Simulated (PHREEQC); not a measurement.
Make-up at 25 °C: 0.21 mol CuSO4 and 0.01 mol KCl per kg of water. Closed to the air; pH follows from the charge balance.

Equilibrium calculation in PHREEQC: ion-association model, wateq4f.dat.

| quantity | before | after |
|---|---|---|
| pH | 4.43 | 4.42 |
| ionic strength (mol/kgw) | 0.410 | 0.417 |
| CuSO4 (mol/kgw) | 0.109 | 0.107 |
| Cu+2 (mol/kgw) | 0.100 | 0.102 |
| SO4-2 (mol/kgw) | 0.0996 | 0.0973 |
| Cl- (mol/kgw) | 0.00934 | 0.0187 |
| SI of Tenorite (CuO) | -0.34 | -0.35 |
| SI of Atacamite (Cu2(OH)3Cl) | +0.58 | +0.87 |

Task: Name the change that produced these shifts.
(A) KCl replaced by MgCl2 at the same molality
(B) diluted 2-fold with water
(C) diluted 5-fold with water
(D) 0.02 mol/kgw Ca(OH)2 added

Result: A, KCl replaced by MgCl2 at the same molality

No solid was allowed to form. Some of these states are supersaturated (in Antlerite, Brochantite, for instance).
